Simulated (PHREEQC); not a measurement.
A made-up water analysis in mg/kgw, 50 °C, pH 8.37: Na 1820; K 2.09; Ca 352; Mg 136; Cl 2720; S(6) as SO4 1470; Alkalinity as HCO3 5.97; B 0.209.

Cl is adjusted to close the charge balance.
Valence states are taken as typed.

Equilibrium calculation in PHREEQC: Pitzer model, pitzer.dat.

```json
{
  "ionic_strength": "0.138 mol/kgw",
  "specific_conductance": "17300 µS/cm",
  "density": "0.993 g/cm³",
  "osmotic_coefficient": "0.881"
}
```

```tsv
species	molality	activity	log γ
Na+	0.0792	0.0602	-0.119
Cl-	0.0773	0.0571	-0.132
SO4-2	0.0153	0.00353	-0.637
Ca+2	0.00878	0.00229	-0.584
Mg+2	0.00559	0.00165	-0.531
HCO3-	6.15e-5	4.89e-5	-0.100
K+	5.35e-5	4.00e-5	-0.126
```

Precipitation was switched off in this run. Species that the database lacks are ignored. Away from 25 °C the constants follow the database's enthalpies or fits; those with neither stay at their 25 °C values.
